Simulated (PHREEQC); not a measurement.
**Sulfide liquor: speciation**

Dissolve 0.29 mmol/kgw H2S, 0.2 mmol/kgw NaOH and 160 mmol/kgw FeCl2 at 25 °C. Closed to the air; pH follows from the charge balance.

Equilibrium calculation in PHREEQC: ion-association model, wateq4f.dat.

Precipitation was switched off in this run.

### Question
Predict the pH, activity of water, ionic strength.

### Answer
pH 5.23; activity of water 0.992; ionic strength 0.450 mol/kgw.

### Question
In which forms is Fe present?

### Answer
Fe+2 91 %, FeCl+ 9.3 % of the Fe.

Examples of supersaturated solids here: Mackinawite, FeS(ppt). Others may be too. Complexes and solids missing from the database can't appear. The polysulfide entries of wateq4f.dat were taken out for this run.
